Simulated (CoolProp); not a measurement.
The fluid at 475.54 K and 20.4 MPa is throttled through a valve to 8.24 MPa with no heat exchange. The same conditions are run with several fluids, on thermodynamics alone (safety and materials aside).

Model: reference Helmholtz-energy equation of state of each fluid (ammonia: Gao 2020; R143a: Lemmon and Jacobsen 2000; the fluoroketone C6F12O (FK-5-1-12): McLinden 2015; oxygen: Schmidt 1985; R507A: Lemmon 2003), in CoolProp. Blends and air are pseudo-pure fits.

Question: Rank ammonia, R143a, the fluoroketone C6F12O (FK-5-1-12), oxygen, R507A by temperature change (K), highest first.

Answer: the fluoroketone C6F12O (FK-5-1-12) (-1.5), oxygen (-7.3), R507A (-26.9), R143a (-29.0), ammonia (-70.2)

```tsv
fluid	final phase	final density (kg/m³)
ammonia	gas	63.6
R143a	supercritical	268
the fluoroketone C6F12O (FK-5-1-12)	supercritical	1080
oxygen	supercritical	66.8
R507A	supercritical	303
```

Above 300 K oxygen's equation is extrapolated.
